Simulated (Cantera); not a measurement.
A perfectly stirred reactor is fed with C2H6 : N2 = 1 : 62 (molar parts), at 150000 Pa; it is held at 1700 K, and followed from long to short residence time.

Computed with Cantera and GRI-Mech 3.0 (53 species, 325 reactions). GRI-Mech 3.0 stops at C3 and has no aromatics, soot or wall deposition, so with more carbon than oxygen in the feed, carbon stays in small species such as C2H2 where larger ones or solid carbon would form.

x: mole fraction; the columns are a selection and need not sum to one.

```json
[
 {"τ (s)": "0.56", "x C2H6": "?", "x C2H4": "4.57e-5", "x C2H2": "0.0142", "x CH2": "3.70e-8", "x H": "2.38e-5", "x HCN": "6.20e-6", "x H2": "0.0271"},
 {"τ (s)": "0.24", "x C2H6": "?", "x C2H4": "6.36e-5", "x C2H2": "0.0138", "x CH2": "6.01e-8", "x H": "2.57e-5", "x HCN": "4.89e-6", "x H2": "0.0260"},
 {"τ (s)": "0.11", "x C2H6": "?", "x C2H4": "9.63e-5", "x C2H2": "0.0134", "x CH2": "9.63e-8", "x H": "2.89e-5", "x HCN": "4.19e-6", "x H2": "0.0250"},
 {"τ (s)": "0.046", "x C2H6": "?", "x C2H4": "0.000164", "x C2H2": "0.0130", "x CH2": "1.67e-7", "x H": "3.47e-5", "x HCN": "3.80e-6", "x H2": "0.0241"},
 {"τ (s)": "0.020", "x C2H6": "?", "x C2H4": "0.000280", "x C2H2": "0.0127", "x CH2": "2.87e-7", "x H": "4.35e-5", "x HCN": "3.66e-6", "x H2": "0.0234"},
 {"τ (s)": "0.0086", "x C2H6": "?", "x C2H4": "0.000481", "x C2H2": "0.0124", "x CH2": "4.96e-7", "x H": "5.61e-5", "x HCN": "3.62e-6", "x H2": "0.0228"},
 {"τ (s)": "0.0037", "x C2H6": "?", "x C2H4": "0.000822", "x C2H2": "0.0118", "x CH2": "8.46e-7", "x H": "7.25e-5", "x HCN": "3.55e-6", "x H2": "0.0220"},
 {"τ (s)": "0.0016", "x C2H6": "?", "x C2H4": "0.00139", "x C2H2": "0.0110", "x CH2": "1.41e-6", "x H": "9.19e-5", "x HCN": "3.37e-6", "x H2": "0.0210"},
 {"τ (s)": "0.00070", "x C2H6": "?", "x C2H4": "0.00228", "x C2H2": "0.00973", "x CH2": "2.25e-6", "x H": "0.000112", "x HCN": "3.06e-6", "x H2": "0.0193"}
]
```

Task: Fill in the missing entries.

Result: 
- 0.56, x C2H6: 3.13e-6
- 0.24, x C2H6: 6.87e-6
- 0.11, x C2H6: 1.38e-5
- 0.046, x C2H6: 2.92e-5
- 0.020, x C2H6: 5.79e-5
- 0.0086, x C2H6: 0.000113
- 0.0037, x C2H6: 0.000217
- 0.0016, x C2H6: 0.000414
- 0.00070, x C2H6: 0.000791
